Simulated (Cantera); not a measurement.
Input: 1 mol Zr, 2 mol NH3, 160 mol H2, 0.11 mol H2O, at 2398.15 K.

Method: chemical equilibrium by Gibbs-energy minimisation in Cantera with the NASA 1993 tables (ideal gas, pure condensed phases). Candidate condensed phases: H2O, Zr, ZrN, ZrO2; 28 gas species. ZrN: taken at fixed stoichiometry. Kinetics and transport are ignored.

At 0.750 Torr, list the 5 most abundant gas species with their mole fractions, and the condensed phases.

H2 0.608, H 0.389, N2 0.00291, ZrO 0.000540, Zr 0.000355. Condensed: ZrN(s).
